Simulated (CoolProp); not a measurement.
Ethylene along the isotherm 176.85 °C: fugacity coefficient from the reference equation and from simpler models built on Tc = 9.2 °C, pc = 5042 kPa, ω = 0.087; each cubic takes its own stable root.

Model: reference Helmholtz-energy equation of state, Smukala 2000, in CoolProp.

```csv
p (kPa),phase,reference
1150,gas,0.9844
2290,gas,0.9692
3440,gas,0.9544
4580,gas,0.9401
5730,supercritical,0.9261
6880,supercritical,0.9126
8020,supercritical,0.8997
9170,supercritical,0.8872
10300,supercritical,0.8754
11500,supercritical,0.8634
12600,supercritical,0.8530
```

Problem. How far does each simpler model (van der Waals, Peng-Robinson) lie from the reference over these 11 states: mean and median of the absolute difference, and the worst?

Solution. 
- van der Waals: mean 2.9 %, median 2.8 %, worst -5.4 % at 176.85 °C and 12600 kPa
- Peng-Robinson: mean 1.6 %, median 1.8 %, worst -2.5 % at 176.85 °C and 12600 kPa
